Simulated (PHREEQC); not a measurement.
**Acid rinse or clean**

Dissolve 0.046 mol HBr, 0.00014 mol AlCl3 and 5.2e-05 mol KCl per kg of water at 25 °C. Closed to the air; pH follows from the charge balance.

The numbers come from PHREEQC with the ion-association model, phreeqc.dat.

Precipitation was switched off in this run.

Task: What pH does the model give?

Result: pH 1.41.

Complexes and solids missing from the database can't appear.
